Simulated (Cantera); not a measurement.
Charge: 1 mol Cr2O3, 7.5 mol H2, 1.3 mol N2, equilibrated at 2050 K and 7.50 Torr.

These are equilibrium values from Cantera (NASA tables, ideal gas, pure condensed phases), not measurements of a reactor. Candidate condensed phases: Cr, CrN, Cr2N, Cr2O3, H2O; 29 gas species. Rates play no part.

Problem. What is the equilibrium state?

Solution. 
```json
{
  "x(H2)": "0.760",
  "x(N2)": "0.141",
  "x(H2O)": "0.0468",
  "x(Cr)": "0.0309",
  "x(H)": "0.0198",
  "x(CrO)": "0.00136",
  "x(OH)": "0.000133",
  "x(CrO2)": "2.96e-5",
  "x(O)": "2.50e-6",
  "n(Cr2O3(s))": "0.852 mol",
  "gas_amount": "9.188 mol",
  "log10 activity of Cr(s) (absent)": "-0.81"
}
```
